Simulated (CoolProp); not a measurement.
Values from CoolProp's reference Helmholtz-energy equation of state, Gao 2020.

### Question
For ammonia, give the phase and the Joule-Thomson coefficient (K/MPa), isothermal compressibility (1/MPa), viscosity (µPa s), conductivity (mW/(m K)) at 289.2 K and 6.62 bar; 308.3 K and 6.62 bar.

### Answer
- 289.2 K and 6.62 bar: gas; Joule-Thomson coefficient 29.7, isothermal compressibility 1.67, viscosity 9.58, conductivity 24.9
- 308.3 K and 6.62 bar: gas; Joule-Thomson coefficient 23.9, isothermal compressibility 1.62, viscosity 10.3, conductivity 26.6

Viscosity comes from a separate model (Fenghour 1995). Thermal conductivity comes from a separate model (Tufeu 1984).
